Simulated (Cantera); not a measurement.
Cantera run, input and output.

```python
import numpy as np
import cantera as ct

gas = ct.Solution("gri30.yaml", transport_model="multicomponent")
show = ['NO', 'OH', 'CO2']

rows = []
print(f"{'T/K':>7s}{'rho':>11s}{'cp':>10s}{'mu':>11s}{'lambda':>11s}{'Pr':>7s}" + "".join(f"{'D_' + s:>11s}" for s in show))
for T in [400, 600, 800, 1000, 1200, 1400, 1600]:
    gas.TPX = T, 1400, {'H2O': 0.44, 'O2': 0.42, 'CO2': 0.84}
    Pr = gas.cp_mass * gas.viscosity / gas.thermal_conductivity
    D = [gas.mix_diff_coeffs_mole[gas.species_index(s)] for s in show]
    rows.append([gas.density, gas.cp_mass, gas.viscosity, gas.thermal_conductivity, Pr, *D])
    print(f"{T:7g}{gas.density:11.4e}{gas.cp_mass:10.1f}{gas.viscosity:11.4e}"
          f"{gas.thermal_conductivity:11.4e}{Pr:7.3f}" + "".join(f"{d:11.4e}" for d in D))
print("SI units: kg/m3, J/kg/K, Pa s, W/m/K, m2/s")
```

It prints:

```
    T/K        rho        cp         mu     lambda     Pr       D_NO       D_OH      D_CO2
    400 1.4444e-02    1069.7 1.9895e-05 3.0748e-02  0.692 2.2039e-03 3.5174e-03 1.9893e-03
    600 9.6296e-03    1186.9 2.8155e-05 4.8327e-02  0.691 4.5151e-03 7.1511e-03 4.2262e-03
    800 7.2222e-03    1275.7 3.5442e-05 6.5432e-02  0.691 7.4141e-03 1.1697e-02 7.0862e-03
   1000 5.7778e-03    1344.9 4.2038e-05 8.1896e-02  0.690 1.0835e-02 1.7057e-02 1.0490e-02
   1200 4.8148e-03    1398.5 4.8116e-05 9.7644e-02  0.689 1.4736e-02 2.3166e-02 1.4385e-02
   1400 4.1270e-03    1442.2 5.3789e-05 1.1278e-01  0.688 1.9083e-02 2.9975e-02 1.8735e-02
   1600 3.6111e-03    1477.9 5.9137e-05 1.2729e-01  0.687 2.3854e-02 3.7447e-02 2.3512e-02
SI units: kg/m3, J/kg/K, Pa s, W/m/K, m2/s
```

Model: GRI-Mech 3.0 (53 species, 325 reactions), integrated in Cantera. Polar gases are described roughly by these parameters.
